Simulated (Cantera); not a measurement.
A perfectly stirred reactor is fed with C2H4 : H2 = 1 : 2.4 (molar parts), at 750 Torr; it is held at 1500 K, and followed from long to short residence time.

Computed with Cantera and GRI-Mech 3.0 (53 species, 325 reactions). GRI-Mech 3.0 was tuned for natural gas; its chemistry of ethylene as a main component is partial and can be far from experiment. GRI-Mech 3.0 stops at C3 and has no aromatics, soot or wall deposition, so with more carbon than oxygen in the feed, carbon stays in small species such as C2H2 where larger ones or solid carbon would form.

One state of this run: x C2H4 = 0.0435; x H2 = 0.715; x CH3 = 4.97e-5; x C2H2 = 0.176; x H = 2.68e-5; x CH2 = 1.67e-9; x C2H6 = 0.000193. x: mole fraction; the columns are a selection and need not sum to one.

### Question
Which value of τ (s) does it belong to?
(A) 0.17
(B) 0.020
(C) 0.058
(D) 0.00088

### Answer
A, 0.17
